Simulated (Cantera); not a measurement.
A closed system holds: 1 mol Ta(OEt)5, 0.19 mol O2, 9.9 mol H2, held at 2073 K and 2.55 Torr.

Equilibrium computed with Cantera from the NASA thermochemical tables; the gas is ideal and each condensed phase is pure. Candidate condensed phases: C, C6H6, C7H8, C8H18, H2O, Ta, TaC, Ta2O5; 113 gas species. The feed counts by its element totals alone. TaC: taken at fixed stoichiometry. Condensed phases not in the tables: Ta2C. Rates play no part.

### Question
What is the equilibrium state?

### Answer
- x(H2): 0.770
- x(CO): 0.190
- x(H): 0.0396
- x(C2H2 (acetylene)): 0.000943
- x(C2H): 1.15e-6
- n(C(graphite)): 3.57 mol
- n(TaC(s)): 1.00 mol
- gas amount: 28.34 mol
- log10 activity of Ta(s) (absent): -3.53
- log10 activity of Ta2O5(l) (absent): -30.24
